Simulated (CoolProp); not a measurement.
Aqueous ethanol as a coolant, at -2 °C, 1 atm.

The numbers come from the Melinder's fits for secondary coolants in CoolProp.

```csv
mass %,freezing point (°C),cp (kJ/(kg K)),Prandtl number,density (kg/m³),conductivity (W/(m K))
8.1,-3.4,4.392,28.2,987.1,0.511
12.3,-5.7,…,37.8,982.8,0.487
16.4,-8.4,4.412,48.2,979.3,0.465
20.5,-11.5,4.365,58.7,975.8,0.443
24.7,-15.2,…,68.7,971.9,0.422
28.8,-19.0,4.188,76.7,967.4,0.402
33,-23.0,4.074,82.6,961.9,0.382
37.1,-26.9,3.958,85.9,955.7,0.364
41.3,-30.7,3.840,…,948.4,0.346
45.4,-34.1,3.730,86.4,…,0.329
```

Question: Fill in the missing entries.

Answer: 
- 12.3, cp (kJ/(kg K)): 4.423
- 24.7, cp (kJ/(kg K)): 4.287
- 41.3, Prandtl number: 87.1
- 45.4, density (kg/m³): 940.5
